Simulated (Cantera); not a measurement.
Input: 1 mol HBr, 0.042 mol H2O, 0.54 mol N2, equilibrated at 3300 K and 0.140 bar.

Method: chemical equilibrium by Gibbs-energy minimisation in Cantera with the NASA 1993 tables (ideal gas, pure condensed phases). Candidate condensed phases: Br2, H2O; 27 gas species. Kinetics and transport are ignored.

Base state: Br 0.392, H 0.267, N2 0.224, H2 0.0749, HBr 0.0242, O 0.00908, OH 0.00429, H2O 0.00294 (mole fractions); condensed: gas only.

Question: What changes in the equilibrium state with this change: temperature from 3300 K to 1773 K?

Answer: 
```json
[
 {"species": "HBr", "before": "0.0242", "after": "0.523"},
 {"species": "N2", "before": "0.224", "after": "0.327"},
 {"species": "Br", "before": "0.392", "after": "0.0816"},
 {"species": "H", "before": "0.267", "after": "0.000155"},
 {"species": "H2O", "before": "0.00294", "after": "0.0255"},
 {"species": "H2", "before": "0.0749", "after": "0.0416"},
 {"species": "O", "before": "0.00908", "after": "1.71e-8"},
 {"species": "N", "before": "0.000102", "after": "<1e-9"}
]
```

Question: What changes in the equilibrium state with this change: N2 from 0.54 to 2.2 mol?

Answer: 
| species | before | after |
|---|---|---|
| N2 | 0.224 | 0.533 |
| Br | 0.392 | 0.233 |
| H | 0.267 | 0.181 |
| HBr | 0.0242 | 0.00971 |
| H2 | 0.0749 | 0.0342 |
| H2O | 0.00294 | 0.000916 |
| Br2 | 3.37e-5 | 1.19e-5 |
